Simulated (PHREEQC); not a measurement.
A solution holds 3 mmol/kgw HBr, 0.16 mmol/kgw NiCl2 and 0.08 mmol/kgw KCl, at 20 °C. Closed to the air; pH follows from the charge balance.

The numbers come from PHREEQC with the ion-association model, wateq4f.dat.

This is a speciation only: nothing precipitates in the calculation.

**Question.** Estimate the pH.

**Answer.** pH 2.55.
